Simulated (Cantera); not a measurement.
Feed: 1 mol Cr, 1.8 mol O2, 0.87 mol N2, equilibrated at 2700 K and 10000 Pa.

Equilibrium computed with Cantera from the NASA thermochemical tables; the gas is ideal and each condensed phase is pure. Candidate condensed phases: Cr, CrN, Cr2N, Cr2O3; 14 gas species. The numbers say what is thermodynamically allowed, not how fast it happens.

What is the equilibrium state?


```
Property                             Result
--------------------------------  ---------
x(O2)                                 0.369
x(N2)                                 0.354
x(CrO2)                               0.140
x(O)                                 0.0694
x(CrO)                               0.0349
x(NO)                                0.0283
x(CrO3)                             0.00249
x(Cr)                               0.00224
x(NO2)                              8.73e-6
n(Cr2O3(l))                       0.287 mol
gas amount                        2.364 mol
log10 activity of Cr(l) (absent)      -3.09
```
